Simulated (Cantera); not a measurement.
A closed system holds: 1 mol SiHCl₃, 1.9 mol NH₃, held at 625 °C and 26.0 Pa.

Cantera equilibrium calculation (NASA polynomials, part measured and part estimated; ideal gas, pure solids and liquids). Candidate condensed phases: NH₄Cl, Si, Si₃N₄; 28 gas species. The tables' values for SiCl₃ are old estimates; treat these amounts as uncertain. Equilibrium is a limit: real reactors are often held back by kinetics, nucleation or transport.

Base state: HCl 0.449, H₂ 0.436, N₂ 0.0795, SiCl₄ 0.0354, SiHCl₃ 9.56e-5, SiCl₃ 3.63e-5 (mole fractions); condensed: Si₃N₄(s).

Question: What changes in the equilibrium state with this change: temperature from 625 °C to 777 °C?

Answer: 
| species | before | after |
|---|---|---|
| HCl | 0.449 | 0.479 |
| H₂ | 0.436 | 0.419 |
| N₂ | 0.0795 | 0.0745 |
| SiCl₄ | 0.0354 | 0.0268 |
| SiCl₂ | 1.80e-6 | 0.000379 |
| SiCl₃ | 3.63e-5 | 0.000749 |
| SiHCl₃ | 9.56e-5 | 0.000244 |
| Si₃N₄(s), mol | 0.273 | 0.286 |

Question: What changes in the equilibrium state with this change: SiHCl₃ replaced by SiF₄?

Answer: 
```json
[
 {"species": "H₂", "before": "0.436", "after": "0.593"},
 {"species": "SiF₄", "before": "0", "after": "0.208"},
 {"species": "N₂", "before": "0.0795", "after": "0.198"},
 {"species": "HCl", "before": "0.449", "after": "0"},
 {"species": "SiCl₄", "before": "0.0354", "after": "0"},
 {"species": "HF", "before": "0", "after": "0.000423"},
 {"species": "SiHF₃", "before": "0", "after": "9.80e-5"},
 {"species": "SiHCl₃", "before": "9.56e-5", "after": "0"},
 {"species": "SiCl₃", "before": "3.63e-5", "after": "0"},
 {"species": "Si₃N₄(s), mol", "before": "0.273", "after": "0.000126"}
]
```

Question: What changes in the equilibrium state with this change: NH₃ from 1.9 to 0.32 mol?

Answer: 
```
species         before    after
-------------  -------  -------
H₂               0.436    0.535
SiCl₄           0.0354    0.403
HCl              0.449   0.0376
N₂              0.0795    <1e-9
SiHCl₃         9.56e-5   0.0159
SiH₂Cl₂        2.44e-8  5.98e-5
SiCl₂          1.80e-6  0.00358
SiCl₃          3.63e-5  0.00546
Si₃N₄(s), mol    0.273   0.0800
Si(s), mol           0   0.0139
```
